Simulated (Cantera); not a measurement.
Cantera run, input and output.

```python
import numpy as np
import cantera as ct

gas = ct.Solution("gri30.yaml")
gas.TPX = 1400, 1000000, {'CO': 0.02, 'O2': 0.039, 'H2O': 0.0048, 'N2': 1}
reactor = ct.IdealGasConstPressureReactor(gas, energy="off", clone=False)
net = ct.ReactorNet([reactor])
net.rtol, net.atol = 1e-08, 1e-18
show = ['CO', 'O2', 'H2O', 'NO2', 'CO2', 'NO', 'O']
times = np.geomspace(5e-06, 1, 15)

steps = ct.SolutionArray(gas, extra=["t"])
rows = []
print(f"{'t/s':>10s}{'T/K':>9s}{'P/Pa':>11s}" + "".join(f"{s:>11s}" for s in show))
for t in times:
    while net.time < t:
        t_next = net.step()
        steps.append(gas.state, t=t_next)
    rows.append([np.interp(t, steps.t, y) for y in (steps.T, steps.P, *steps(*show).X.T)])
    print(f"{t:10.3e}{rows[-1][0]:9.1f}{rows[-1][1]:11.4g}" + "".join(f"{x:11.3e}" for x in rows[-1][2:]))
rate = np.gradient(steps.T, steps.t)
print("integrator steps:", len(steps.t))
if steps.T.max() > steps.T[0] + 200:
    print(f"time of steepest temperature rise: {steps.t[rate.argmax()]:.4e} s")
gas.TPX = 1400, 1000000, {'CO': 0.02, 'O2': 0.039, 'H2O': 0.0048, 'N2': 1}
gas.equilibrate("TP")
print(f"equilibrium (TP): T = {gas.T:.1f} K  " + "  ".join(f"{s} {gas[s].X[0]:.3e}" for s in show))
```

It prints:

```
       t/s      T/K       P/Pa         CO         O2        H2O        NO2        CO2         NO          O
 5.000e-06   1400.0      1e+06  1.880e-02  3.666e-02  4.512e-03  2.396e-21  2.833e-08  1.688e-15  2.460e-08
 1.196e-05   1400.0      1e+06  1.880e-02  3.666e-02  4.512e-03  9.385e-20  8.718e-08  1.006e-14  6.146e-08
 2.859e-05   1400.0      1e+06  1.880e-02  3.666e-02  4.512e-03  7.104e-18  4.254e-07  7.018e-14  2.035e-07
 6.838e-05   1400.0      1e+06  1.879e-02  3.666e-02  4.511e-03  2.387e-15  5.828e-06  1.239e-12  1.917e-06
 1.635e-04   1400.0      1e+06  1.823e-02  3.632e-02  4.474e-03  8.974e-11  5.728e-04  2.288e-09  9.637e-05
 3.910e-04   1400.0      1e+06  1.286e-02  3.369e-02  4.454e-03  5.706e-09  5.994e-03  1.192e-07  1.363e-04
 9.351e-04   1400.0      1e+06  6.218e-03  3.050e-02  4.496e-03  2.695e-08  1.270e-02  4.226e-07  6.816e-05
 2.236e-03   1400.0      1e+06  1.897e-03  2.842e-02  4.529e-03  7.373e-08  1.706e-02  7.842e-07  2.218e-05
 5.347e-03   1400.0      1e+06  3.382e-04  2.767e-02  4.545e-03  1.137e-07  1.864e-02  1.022e-06  4.640e-06
 1.279e-02   1400.0      1e+06  3.542e-05  2.753e-02  4.551e-03  7.225e-08  1.894e-02  1.167e-06  7.608e-07
 3.058e-02   1400.0      1e+06  2.476e-06  2.752e-02  4.553e-03  2.464e-08  1.898e-02  1.241e-06  1.622e-07
 7.312e-02   1400.0      1e+06  1.121e-07  2.752e-02  4.554e-03  1.206e-08  1.898e-02  1.259e-06  6.175e-08
 1.749e-01   1400.0      1e+06  3.593e-08  2.752e-02  4.554e-03  1.070e-08  1.898e-02  1.261e-06  5.004e-08
 4.182e-01   1400.0      1e+06  3.571e-08  2.752e-02  4.554e-03  1.070e-08  1.898e-02  1.263e-06  4.996e-08
 1.000e+00   1400.0      1e+06  3.571e-08  2.752e-02  4.554e-03  1.073e-08  1.898e-02  1.266e-06  4.996e-08
integrator steps: 1287
equilibrium (TP): T = 1400.0 K  CO 3.581e-08  O2 2.737e-02  H2O 4.554e-03  NO2 2.439e-06  CO2 1.898e-02  NO 2.885e-04  O 4.983e-08
```

Cantera simulation using GRI-Mech 3.0 (53 species, 325 reactions); the numbers are that mechanism's predictions, not measurements.
